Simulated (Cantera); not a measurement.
# Adiabatic ignition

An adiabatic, constant-pressure homogeneous reactor starts with 15.9 % H₂, 17.6 % O₂, 66.4 % N₂, 0.113 % NO, at 1750 K and 4.24 atm.

Computed with Cantera and GRI-Mech 3.0 (53 species, 325 reactions). The hydrogen kinetics of GRI-Mech 3.0 are dated; newer H2 mechanisms differ, most at raised pressure.

| t (s) | T (K) | x H₂ | x O₂ | x NO | x O | x H₂O₂ |
|---|---|---|---|---|---|---|
| 8.00e-6 | 2522 | 0.00886 | 0.0954 | 0.00132 | 0.0143 | 7.01e-7 |
| 1.87e-5 | 2671 | 0.00434 | 0.0981 | 0.00151 | 0.00676 | 9.10e-7 |
| 4.37e-5 | 2697 | 0.00351 | 0.0986 | 0.00187 | 0.00545 | 1.07e-6 |
| 0.000102 | 2696 | 0.00350 | 0.0983 | 0.00265 | 0.00540 | 1.06e-6 |
| 0.000239 | 2694 | 0.00348 | 0.0975 | 0.00437 | 0.00532 | 1.06e-6 |
| 0.000559 | 2689 | 0.00344 | 0.0959 | 0.00780 | 0.00517 | 1.04e-6 |
| 0.00131 | 2681 | 0.00338 | 0.0934 | 0.0131 | 0.00493 | 1.01e-6 |
| 0.00306 | 2674 | 0.00333 | 0.0913 | 0.0178 | 0.00474 | 9.92e-7 |
| 0.00715 | 2672 | 0.00331 | 0.0907 | 0.0190 | 0.00468 | 9.86e-7 |
| 0.0167 | 2672 | 0.00331 | 0.0907 | 0.0190 | 0.00468 | 9.86e-7 |
| 0.0391 | 2672 | 0.00331 | 0.0907 | 0.0190 | 0.00468 | 9.86e-7 |
| 0.0914 | 2672 | 0.00331 | 0.0907 | 0.0190 | 0.00468 | 9.86e-7 |
| 0.214 | 2672 | 0.00331 | 0.0907 | 0.0190 | 0.00468 | 9.86e-7 |
| 0.500 | 2672 | 0.00331 | 0.0907 | 0.0190 | 0.00468 | 9.86e-7 |
x: mole fraction; the columns are a selection and need not sum to one.

The time of steepest temperature rise is 1.76 µs. The temperature at 0.500 s is 2672 K and the equilibrium temperature is 2672 K. The x(H₂) at 0.500 s is 0.00331 (gas-phase equilibrium 0.00331) and the x(O₂) at 0.500 s is 0.0907 (gas-phase equilibrium 0.0907). The x(NO) at 0.500 s comes out as 0.0190 (gas-phase equilibrium 0.0190).
